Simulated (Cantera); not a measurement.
Input (Python, Cantera) and output of one run.

```python
import numpy as np
import cantera as ct

gas_names = """
    H HNO HNO2 HNO3 HO2 H2 H2O H2O2 N NH NH2 NH3 NH2OH NO NO2 NO3 N2 N2H2 N2H4 N2O O OH O2 O3 V VN VO
    VO2
""".split()
cond_names = """
    H2O(s) H2O(L) V(cr) V(L) VN(s) VO(s) VO(L) V2O3(s) V2O3(L) V2O4(I) V2O4(II) V2O4(L) V2O5(s) V2O5(L)
""".split()


# ... load() reads the species with a 1 bar reference pressure and builds the phases ...
atoms = {
    'V': {'V': 1},
    'H2O': {'H': 2, 'O': 1},
    'NH3': {'N': 1, 'H': 3},
}
top_T = {'VN(s)': 2300}  # K; cautious upper limits of use, not melting points


# ... equilibrate(T, P, feed) seeds the gas with the atoms and calls Mixture.equilibrate('TP', solver="vcs", rtol=1e-11, max_steps=5000) ...
results = []
feed = {'V': 1, 'H2O': 3.8, 'NH3': 0.33}  # mol
P = 31000  # Pa
for T in [1875, 1975, 2075, 2175, 2275, 2375, 2475]:
    mix = equilibrate(T, P, feed)
    results.append((T, P, feed, dict(zip(mix.species_names, mix.species_moles))))

top = {s: max(r[3][s] / sum(r[3][g] for g in gas_names) for r in results) for s in gas_names}
cols = sorted((s for s in top if top[s] > 0.001), key=lambda s: -top[s])[:8]
seen = [c for c in cond_names if any(r[3].get(c, 0) > 1e-12 for r in results)]
print("log10 of partial pressures in bar; condensed amounts in mol")
print(f"{'T/K':>10s}" + "".join(f"{s[:9]:>10s}" for s in cols + seen))
for T, P, feed, n in results:
    ng = sum(n[g] for g in gas_names)
    print(f"{T:10.4g}" + "".join(f"{np.log10(max(n[s] / ng * P / 1e5, 1e-99)):10.3f}" for s in cols)
          + "".join(f"{n.get(c, 0):10.4g}" for c in seen))
```

Output:

```
log10 of partial pressures in bar; condensed amounts in mol
       T/K       H2O        H2       VO2        N2         H        OH   V2O3(s)   V2O3(L)
      1875    -0.797    -0.859    -4.887    -1.941    -3.613    -4.659    0.4999         0
      1975    -0.797    -0.859    -4.234    -1.941    -3.293    -4.252    0.4996         0
      2075    -0.798    -0.860    -3.650    -1.942    -3.005    -3.885    0.4984         0
      2175    -0.801    -0.862    -3.123    -1.943    -2.742    -3.553    0.4945         0
      2275    -0.807    -0.864    -2.649    -1.946    -2.503    -3.253    0.4835         0
      2375    -0.820    -0.868    -2.240    -1.954    -2.285    -2.986         0     0.457
      2475    -0.845    -0.874    -1.908    -1.967    -2.085    -2.753         0    0.4044
```

Cantera equilibrium calculation (NASA polynomials, part measured and part estimated; ideal gas, pure solids and liquids). Condensed phases not in the tables: the oxides between V2O3 and V2O5 other than VO2.
